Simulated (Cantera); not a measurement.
Input: 1 mol Fe(CO)5, 69 mol H2, 0.34 mol O2, held at 1348.15 K and 0.000220 bar.

Cantera equilibrium calculation (NASA polynomials, part measured and part estimated; ideal gas, pure solids and liquids). Candidate condensed phases: C, C6H6, C7H8, C8H18, Fe, Fe(CO)5, FeO, Fe(OH)2, Fe(OH)3, Fe2O3, Fe3O4, H2O; 114 gas species. Equilibrium is a limit: real reactors are often held back by kinetics, nucleation or transport.

Base state: H2 0.923, CO 0.0672, H2O 0.00886, CO2 0.000329, H 0.000150, Fe 1.86e-5 (mole fractions); condensed: Fe(γ).

Question: What changes in the equilibrium state with this change: Fe(CO)5 replaced by PbO?

Answer: 
```tsv
species	before	after
H2	0.923	0.962
H2O	0.00886	0.0240
Pb	0	0.0143
CO	0.0672	0
Fe	1.86e-5	0
CO2	0.000329	0
H	0.000150	0.000153
Fe(γ), mol	0.999	0
```
Further candidate phases: Pb, PbO, PbO2, Pb3O4.

Question: What changes in the equilibrium state with this change: H2 from 69 to 0.84 mol?

Answer: 
```
species       before    after
----------  --------  -------
CO            0.0672    0.766
H2             0.923    0.117
CO2         0.000329   0.0896
H2O          0.00886   0.0268
Fe           1.86e-5  1.86e-5
H           0.000150  5.35e-5
Fe(γ), mol     0.999    1.000
```
